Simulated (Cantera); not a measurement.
A Cantera script and its output.

```python
import numpy as np
import cantera as ct

gas = ct.Solution("gri30.yaml")
gas.TPX = 2000, 2666, {'CH4': 0.037, 'H2': 1, 'H': 0.011}
reactor = ct.IdealGasConstPressureReactor(gas, energy="off", clone=False)
net = ct.ReactorNet([reactor])
net.rtol, net.atol = 1e-08, 1e-18
show = ['CH4', 'H2', 'H', 'C2H', 'CH2', 'CH3']
times = np.geomspace(7e-05, 2, 12)

steps = ct.SolutionArray(gas, extra=["t"])
rows = []
print(f"{'t/s':>10s}{'T/K':>9s}{'P/Pa':>11s}" + "".join(f"{s:>11s}" for s in show))
for t in times:
    while net.time < t:
        t_next = net.step()
        steps.append(gas.state, t=t_next)
    rows.append([np.interp(t, steps.t, y) for y in (steps.T, steps.P, *steps(*show).X.T)])
    print(f"{t:10.3e}{rows[-1][0]:9.1f}{rows[-1][1]:11.4g}" + "".join(f"{x:11.3e}" for x in rows[-1][2:]))
rate = np.gradient(steps.T, steps.t)
print("integrator steps:", len(steps.t))
if steps.T.max() > steps.T[0] + 200:
    print(f"time of steepest temperature rise: {steps.t[rate.argmax()]:.4e} s")
gas.TPX = 2000, 2666, {'CH4': 0.037, 'H2': 1, 'H': 0.011}
gas.equilibrate("TP")
print(f"equilibrium (TP): T = {gas.T:.1f} K  " + "  ".join(f"{s} {gas[s].X[0]:.3e}" for s in show))
```

Result:

```
       t/s      T/K       P/Pa        CH4         H2          H        C2H        CH2        CH3
 7.000e-05   2000.0       2666  3.102e-02  9.584e-01  6.380e-03  1.994e-09  2.177e-05  4.029e-03
 1.779e-04   2000.0       2666  3.068e-02  9.587e-01  6.347e-03  1.393e-08  2.152e-05  3.966e-03
 4.521e-04   2000.0       2666  2.988e-02  9.593e-01  6.250e-03  6.261e-08  2.061e-05  3.803e-03
 1.149e-03   2000.0       2666  2.806e-02  9.606e-01  6.058e-03  1.866e-07  1.872e-05  3.460e-03
 2.920e-03   2000.0       2666  2.440e-02  9.629e-01  5.862e-03  4.197e-07  1.599e-05  2.907e-03
 7.422e-03   2000.0       2666  1.821e-02  9.664e-01  5.928e-03  8.140e-07  1.305e-05  2.190e-03
 1.886e-02   2000.0       2666  1.042e-02  9.704e-01  6.459e-03  1.409e-06  9.671e-06  1.362e-03
 4.794e-02   2000.0       2666  4.224e-03  9.730e-01  7.435e-03  2.099e-06  5.699e-06  6.349e-04
 1.218e-01   2000.0       2666  1.331e-03  9.735e-01  8.581e-03  2.684e-06  2.540e-06  2.310e-04
 3.096e-01   2000.0       2666  4.023e-04  9.732e-01  9.453e-03  3.051e-06  9.555e-07  7.692e-05
 7.869e-01   2000.0       2666  1.371e-04  9.730e-01  9.831e-03  3.202e-06  3.555e-07  2.728e-05
 2.000e+00   2000.0       2666  6.399e-05  9.730e-01  9.892e-03  3.230e-06  1.685e-07  1.281e-05
integrator steps: 1128
equilibrium (TP): T = 2000.0 K  CH4 5.086e-05  H2 9.730e-01  H 9.897e-03  C2H 3.233e-06  CH2 1.342e-07  CH3 1.018e-05
```

Cantera simulation using GRI-Mech 3.0 (53 species, 325 reactions); the numbers are that mechanism's predictions, not measurements. GRI-Mech 3.0 stops at C3 and has no aromatics, soot or wall deposition, so with more carbon than oxygen in the feed, carbon stays in small species such as C2H2 where larger ones or solid carbon would form. Radical loss at walls, strong at low pressure, is not modelled.
